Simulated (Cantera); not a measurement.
An isothermal, constant-pressure homogeneous reactor starts with C₂H₆ : N₂ = 1 : 200 (molar parts), at 1675 K and 760 Torr.

Detailed kinetics in Cantera: GRI-Mech 3.0 (53 species, 325 reactions). GRI-Mech 3.0 stops at C3 and has no aromatics, soot or wall deposition, so with more carbon than oxygen in the feed, carbon stays in small species such as C2H2 where larger ones or solid carbon would form.

**Question.** Predict: x(C₂H₆) at 1.00 s; x(CH₂) at 1.00 s; x(C₂H₄) at 1.00 s; x(CH₃) at 1.00 s; x(C₂H) at 1.00 s; x(C₂H₂) at 1.00 s; x(H₂) at 1.00 s.

**Answer.** 
* **x(C₂H₆) at 1.00 s**: 9.81e-9 (gas-phase equilibrium 4.21e-12)
* **x(CH₂) at 1.00 s**: 3.74e-9 (gas-phase equilibrium 7.19e-11)
* **x(C₂H₄) at 1.00 s**: 2.91e-6 (gas-phase equilibrium 1.61e-7)
* **x(CH₃) at 1.00 s**: 3.19e-6 (gas-phase equilibrium 6.10e-8)
* **x(C₂H) at 1.00 s**: 2.81e-8 (gas-phase equilibrium 1.59e-9)
* **x(C₂H₂) at 1.00 s**: 0.00485 (gas-phase equilibrium 0.000274)
* **x(H₂) at 1.00 s**: 0.00964 (gas-phase equilibrium 0.00984)
